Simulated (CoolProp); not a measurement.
Properties of methane along the isotherm 161 K.

Model: reference Helmholtz-energy equation of state, Setzmann 1991, in CoolProp.

```json
[
 {"p (MPa)": "0.256", "phase": "gas", "Z": "0.9689", "cv (kJ/(kg K))": "1.583", "speed of sound (m/s)": "327.3", "viscosity (µPa s)": "6.36"},
 {"p (MPa)": "0.511", "phase": "gas", "Z": "0.9361", "cv (kJ/(kg K))": "1.611", "speed of sound (m/s)": "320.7", "viscosity (µPa s)": "6.36"},
 {"p (MPa)": "0.767", "phase": "gas", "Z": "0.9009", "cv (kJ/(kg K))": "1.644", "speed of sound (m/s)": "313.7", "viscosity (µPa s)": "6.38"},
 {"p (MPa)": "1.02", "phase": "gas", "Z": "0.8633", "cv (kJ/(kg K))": "1.682", "speed of sound (m/s)": "306.1", "viscosity (µPa s)": "6.40"},
 {"p (MPa)": "1.28", "phase": "gas", "Z": "0.8210", "cv (kJ/(kg K))": "1.732", "speed of sound (m/s)": "297.5", "viscosity (µPa s)": "6.44"},
 {"p (MPa)": "1.53", "phase": "gas", "Z": "0.7753", "cv (kJ/(kg K))": "1.803", "speed of sound (m/s)": "288.0", "viscosity (µPa s)": "6.50"},
 {"p (MPa)": "1.79", "phase": "liquid", "Z": "0.06414", "cv (kJ/(kg K))": "1.903", "speed of sound (m/s)": "786.5", "viscosity (µPa s)": "47.4"},
 {"p (MPa)": "2.04", "phase": "liquid", "Z": "0.07289", "cv (kJ/(kg K))": "1.902", "speed of sound (m/s)": "794.2", "viscosity (µPa s)": "47.7"},
 {"p (MPa)": "2.3", "phase": "liquid", "Z": "0.08195", "cv (kJ/(kg K))": "1.901", "speed of sound (m/s)": "802.0", "viscosity (µPa s)": "48.0"}
]
```

Viscosity comes from a separate model (Quiñones-Cisneros 2006).
